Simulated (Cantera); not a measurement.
Cantera run:

```python
import numpy as np
import cantera as ct

gas_names = """
    CL CLO CL2 H HCL HNO HNO2 HNO3 HOCL HO2 H2 H2O H2O2 Mg MgCL MgCL2 MgH MgN MgO MgOH MgO2H2 Mg2 N NH
    NH2 NH3 NH2OH NO NO2 NO3 N2 N2H2 N2H4 N2O O OH O2 O3
""".split()
cond_names = """
    H2O(s) H2O(L) Mg(cr) Mg(L) MgCL2(s) MgCL2(L) MgO(s) MgO(L) MgO2H2(s) NH4CL(a) NH4CL(b)
""".split()


# ... load() reads the species with a 1 bar reference pressure and builds the phases ...
atoms = {
    'MgCl2': {'Mg': 1, 'CL': 2},
    'H2O': {'H': 2, 'O': 1},
    'N2': {'N': 2},
}
top_T = {}  # K; cautious upper limits of use, not melting points


# ... equilibrate(T, P, feed) seeds the gas with the atoms and calls Mixture.equilibrate('TP', solver="vcs", rtol=1e-11, max_steps=5000) ...
results = []
T = 1548.15  # K
P = 2.4  # Pa
for m in [0.17, 0.29, 0.5, 0.85, 1.5, 2.5, 4.3, 7.5, 13]:
    feed = {'MgCl2': 1, 'H2O': 0.45, 'N2': m}  # mol
    mix = equilibrate(T, P, feed)
    results.append((T, P, feed, dict(zip(mix.species_names, mix.species_moles))))

top = {s: max(r[3][s] / sum(r[3][g] for g in gas_names) for r in results) for s in gas_names}
cols = sorted((s for s in top if top[s] > 1e-06), key=lambda s: -top[s])[:6]
seen = [c for c in cond_names if any(r[3].get(c, 0) > 1e-12 for r in results)]
print("log10 of partial pressures in bar; condensed amounts in mol")
print(f"{'n(N2)':>10s}" + "".join(f"{s[:9]:>10s}" for s in cols + seen))
for T, P, feed, n in results:
    ng = sum(n[g] for g in gas_names)
    print(f"{feed['N2']:10.4g}" + "".join(f"{np.log10(max(n[s] / ng * P / 1e5, 1e-99)):10.3f}" for s in cols)
          + "".join(f"{n.get(c, 0):10.4g}" for c in seen))
```

Result:

```
log10 of partial pressures in bar; condensed amounts in mol
     n(N2)        N2       HCL     MgCL2        CL        H2       H2O    MgO(s)
      0.17    -5.604    -4.910    -5.087    -6.237    -6.563    -6.832    0.4399
      0.29    -5.403    -4.941    -5.118    -6.258    -6.584    -6.864    0.4399
       0.5    -5.216    -4.991    -5.167    -6.290    -6.619    -6.914      0.44
      0.85    -5.057    -5.063    -5.239    -6.337    -6.669    -6.987      0.44
       1.5    -4.917    -5.172    -5.346    -6.408    -6.745    -7.098    0.4401
       2.5    -4.822    -5.301    -5.473    -6.491    -6.836    -7.228    0.4401
       4.3    -4.749    -5.466    -5.636    -6.597    -6.955    -7.395    0.4403
       7.5    -4.699    -5.661    -5.829    -6.720    -7.099    -7.592    0.4404
        13    -4.667    -5.872    -6.040    -6.850    -7.263    -7.804    0.4405
```

Cantera equilibrium calculation (NASA polynomials, part measured and part estimated; ideal gas, pure solids and liquids).
